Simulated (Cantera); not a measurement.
# Equilibrium for iron carbonyl, mercury and lead vapours: Pb + O2 + N2

Charge: 1 mol Pb, 0.016 mol O2, 0.19 mol N2, held at 0.490 bar.

Equilibrium computed with Cantera from the NASA thermochemical tables; the gas is ideal and each condensed phase is pure. Candidate condensed phases: Pb, PbO, PbO2, Pb3O4; 12 gas species. Each liquid is taken as pure. Mutual solubility and eutectic melting of coexisting phases are not modelled. Gases not in the tables: (PbO)n polymers. Rates play no part.

```json
[
 {"T (K)": "1273", "log p N2": "-0.31", "log p Pb": "-2.74", "log p PbO": "-3.55", "log p Pb2": "-6.86", "log p NO": "-7.15", "n Pb(l)": "0.967", "n PbO(l)": "0.0319"},
 {"T (K)": "1298", "log p N2": "-0.31", "log p Pb": "-2.59", "log p PbO": "-3.36", "log p Pb2": "-6.62", "log p NO": "-6.93", "n Pb(l)": "0.967", "n PbO(l)": "0.0318"},
 {"T (K)": "1323", "log p N2": "-0.31", "log p Pb": "-2.45", "log p PbO": "-3.18", "log p Pb2": "-6.39", "log p NO": "-6.72", "n Pb(l)": "0.967", "n PbO(l)": "0.0317"},
 {"T (K)": "1348", "log p N2": "-0.31", "log p Pb": "-2.32", "log p PbO": "-3.00", "log p Pb2": "-6.17", "log p NO": "-6.52", "n Pb(l)": "0.966", "n PbO(l)": "0.0316"},
 {"T (K)": "1373", "log p N2": "-0.32", "log p Pb": "-2.19", "log p PbO": "-2.83", "log p Pb2": "-5.96", "log p NO": "-6.32", "n Pb(l)": "0.965", "n PbO(l)": "0.0314"},
 {"T (K)": "1398", "log p N2": "-0.32", "log p Pb": "-2.07", "log p PbO": "-2.66", "log p Pb2": "-5.75", "log p NO": "-6.13", "n Pb(l)": "0.965", "n PbO(l)": "0.0311"},
 {"T (K)": "1423", "log p N2": "-0.32", "log p Pb": "-1.95", "log p PbO": "-2.51", "log p Pb2": "-5.55", "log p NO": "-5.95", "n Pb(l)": "0.964", "n PbO(l)": "0.0308"}
]
```
log p: log10 of the partial pressure in bar; n: condensed amount in mol.

From 1273 K to 1423 K the condensed part is Pb(l) + PbO(l).
